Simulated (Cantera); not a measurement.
Charge: 1 mol Fe(CO)₅, 0.037 mol CO, 28 mol N₂, held at 873.15 K and 7.50 Torr.

Cantera equilibrium calculation (NASA polynomials, part measured and part estimated; ideal gas, pure solids and liquids). Candidate condensed phases: C, Fe, Fe(CO)₅, FeO, Fe₂O₃, Fe₃O₄; 27 gas species. Condensed phases not in the tables: cementite and carbon dissolved in iron. Kinetics and transport are ignored.

Base state: N₂ 0.850, CO 0.148, CO₂ 0.00247 (mole fractions); condensed: C(graphite) + Fe(α).

**Question.** What changes in the equilibrium state with this change: temperature from 873.15 K to 1673 K?

**Answer.** 
```
species            before     after
----------------  -------  --------
N₂                  0.850     0.847
CO                  0.148     0.152
Fe                  <1e-9  0.000401
CO₂               0.00247   5.79e-8
C(graphite), mol   0.0815         0
Fe(α), mol           1.00         0
Fe(δ), mol              0     0.987
```
